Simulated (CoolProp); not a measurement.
cis-2-butene along the isobar 101 kPa: fugacity coefficient from the reference equation and from simpler models built on Tc = 435.8 K, pc = 4236 kPa, ω = 0.202; each cubic takes its own stable root.

Computed with CoolProp (reference Helmholtz-energy equation of state, Lemmon 2005). It is a short technical equation, of lower accuracy than the large ones.

```
T (K)   phase  reference  van der Waals  Redlich-Kwong
-----  ------  ---------  -------------  -------------
153.6  liquid   7.784e-5        0.07060      0.0001513
162.6  liquid  0.0002771         0.1189      0.0005564
171.6  liquid  0.0008473         0.1895       0.001724
180.6  liquid   0.002280         0.2880       0.004633
189.5  liquid   0.005452         0.4185        0.01096
198.5  liquid    0.01201         0.5898        0.02368
207.5  liquid    0.02440         0.8060        0.04699
216.5  liquid    0.04628         0.9653        0.08670
225.5  liquid    0.08260         0.9682         0.1502
234.5  liquid     0.1398         0.9708         0.2464
243.4  liquid     0.2247         0.9731         0.3837
252.4  liquid     0.3485         0.9752         0.5759
```

At some of these states van der Waals gives the other phase, because its saturation line lies elsewhere.
